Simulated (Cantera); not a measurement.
**Thermodynamics of aluminium and copper etching, feed Cu + F2 + H2**

Input: 1 mol Cu, 1 mol F2, 15 mol H2.

Equilibrium computed with Cantera from the NASA thermochemical tables; the gas is ideal and each condensed phase is pure. Candidate condensed phases: Cu, CuF2; 15 gas species. Equilibrium is a limit: real reactors are often held back by kinetics, nucleation or transport.

Stable condensed phases:

```
T in °C \ P in Pa
              1    3.6     13     46    170    600   2200   7700  28000 100000
   1177       A      A      B      B      B      B      B      B      B      B
   1127       A      B      B      B      B      B      B      B      B      B
   1077       B      B      B      B      B      B      B      B      B      B
   1027       B      B      B      B      B      B      B      B      B      B
    977       B      B      B      B      B      B      B      B      B      B
    927       B      B      B      B      B      B      B      B      B      B
    877       B      B      B      B      B      B      B      B      B      B
    827       B      B      B      B      B      B      B      B      B      B
    777       B      B      B      B      B      B      B      B      B      B
    727       B      B      B      B      B      B      B      B      B      B
```

A: gas only; B: Cu.
